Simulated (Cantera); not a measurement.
Feed: 1 mol SiH2Cl2, 3.5 mol NO, 17 mol H2, held at 1300 °C.

These are equilibrium values from Cantera (NASA tables, ideal gas, pure condensed phases), not measurements of a reactor. Candidate condensed phases: H2O, NH4Cl, Si, SiO2, Si2N2O, Si3N4; 47 gas species. The tables hold silica as quartz up to 1696 K and as liquid above; real silica turns to tridymite and cristobalite and melts near 1996 K. Rates play no part.

**Question.** At 4.10 mbar, list the 6 most abundant gas species with their mole fractions, and the condensed phases.

**Answer.** H2 0.746, HCl 0.0963, N2 0.0843, H2O 0.0723, H 0.000549, Cl 5.63e-5. Condensed: SiO2(β-quartz).
